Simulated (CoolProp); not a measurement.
A simple Rankine cycle with isobutene: condensing at 313.15 K, boiler at 1.89 MPa, turbine inlet 376.7 K, turbine efficiency 0.65, pump efficiency 0.8, no recuperator. Each further row changes one setting.

The numbers come from the reference Helmholtz-energy equation of state, Lemmon 2005 in CoolProp. It is a short technical equation, of lower accuracy than the large ones.

| case | thermal efficiency (%) | net work (kJ/kg) | heat in (kJ/kg) | turbine exit temperature (K) | volume ratio over the turbine |
|---|---|---|---|---|---|
| as stated | 8.4 | (withheld) | 411 | 332.1 | (withheld) |
| turbine inlet 396.7 K | 8.5 | 39.1 | 462 | (withheld) | (withheld) |
| condensing temperature 305.15 K | 9.4 | (withheld) | 431 | 326.8 | 5.80 |
| boiler pressure 1.32 MPa | 6.7 | 29.0 | 436 | 348.0 | 2.95 |
| turbine efficiency 0.55 | 7.0 | 28.8 | 411 | 335.2 | 4.69 |

Question: Some entries are withheld; supply them.

Answer: 
- as stated, net work (kJ/kg): 34.6
- as stated, volume ratio over the turbine: 4.63
- turbine inlet 396.7 K, turbine exit temperature (K): 356.3
- turbine inlet 396.7 K, volume ratio over the turbine: 4.39
- condensing temperature 305.15 K, net work (kJ/kg): 40.6
